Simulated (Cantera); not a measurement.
A diamond (100) surface in a fixed gas of H2 with x(CH4) = 0.012, x(H) = 0.0035, at 1325 K, 0.0170 bar; coverages are run to steady state.

Cantera simulation using the Harris–Goodwin 1993 mechanism for the reconstructed diamond (100) surface; the numbers are that mechanism's predictions, not measurements.

θ: site fractions in the mechanism's names (c6HH fully hydrogenated, c6H* and c6*H radical sites, c6** diradical, c6HM methylated).

```tsv
x(CH3)	growth (µm/h)	θ c6HH	θ c6H*	θ c6*H	θ c6**	θ c6HM
1e-06	0.00227	0.379	0.0513	0.526	0.0439	4.67e-7
2.2e-06	0.00500	0.379	0.0513	0.526	0.0439	1.03e-6
4.9e-06	0.0111	0.379	0.0513	0.526	0.0439	2.29e-6
1.1e-05	[?]	0.379	0.0513	0.526	0.0439	[?]
2.4e-05	0.0545	0.379	0.0513	0.526	0.0438	1.12e-5
5.2e-05	0.118	0.379	0.0512	0.526	0.0438	2.43e-5
0.00011	0.249	0.379	0.0512	0.526	0.0436	5.13e-5
0.00025	[?]	0.379	0.0512	0.525	0.0433	[?]
0.00056	1.24	0.379	0.0512	0.525	0.0426	0.000259
```

Q: Some entries are withheld; supply them.

A: 
- 1.1e-05, growth (µm/h): 0.0250
- 1.1e-05, θ c6HM: 5.14e-6
- 0.00025, growth (µm/h): 0.562
- 0.00025, θ c6HM: 0.000116
